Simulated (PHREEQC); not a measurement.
A made-up water analysis in mg/L, 45 °C, pH 6.91, pe 9: Na 24.4; K 3.05; Ca 71.9; Mg 42.4; Cl 104; S(6) as SO4 177; Alkalinity as HCO3 96.6; N(5) as NO3 5.92; Zn 7.19.

Valence states are taken as typed.

Equilibrium calculation in PHREEQC: ion-association model, wateq4f.dat.

This is a speciation only: nothing precipitates in the calculation.

Question: Estimate the ionic strength, charge-balance error.

Answer: ionic strength 0.0117 mol/kgw; charge-balance error 0.9 %.

Question: In which forms is Mg present?

Answer: Mg+2 82 %, MgSO4 17 %, MgHCO3+ 1.1 % of the Mg.

Away from 25 °C the constants follow the database's enthalpies or fits; those with neither stay at their 25 °C values.
